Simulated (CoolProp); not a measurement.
Saturation properties of CH3F (R41).

Computed with CoolProp (reference Helmholtz-energy equation of state, Lemmon 2006). It is a short technical equation, of lower accuracy than the large ones.

| T (°C) | p (MPa) | liquid density (kg/m³) | vapour density (kg/m³) | enthalpy of vaporisation (kJ/kg) | liquid cp (kJ/(kg K)) |
|---|---|---|---|---|---|
| -86.35 | 0.06386 | 897.6 | 1.446 | 498.5 | 2.063 |
| -83.75 | 0.07456 | 892.3 | 1.671 | 495.0 | 2.065 |
| -81.25 | 0.08616 | 887.2 | 1.912 | 491.6 | 2.068 |
| -78.75 | 0.09914 | 882.0 | 2.179 | 488.2 | 2.071 |
| -76.15 | 0.1142 | 876.5 | 2.488 | 484.6 | 2.075 |
| -73.65 | 0.1304 | 871.3 | 2.816 | 481.0 | 2.079 |
| -71.05 | 0.1491 | 865.7 | 3.193 | 477.3 | 2.084 |
| -68.55 | 0.1690 | 860.3 | 3.591 | 473.6 | 2.089 |
| -65.95 | 0.1918 | 854.7 | 4.045 | 469.8 | 2.095 |
| -63.45 | 0.2159 | 849.2 | 4.523 | 466.0 | 2.102 |
| -60.95 | 0.2424 | 843.6 | 5.044 | 462.1 | 2.109 |
| -58.35 | 0.2725 | 837.8 | 5.634 | 458.0 | 2.117 |
| -55.85 | 0.3040 | 832.1 | 6.252 | 454.0 | 2.125 |
| -53.25 | 0.3397 | 826.1 | 6.950 | 449.7 | 2.134 |

It boils at -78.4 °C under 1 atm.
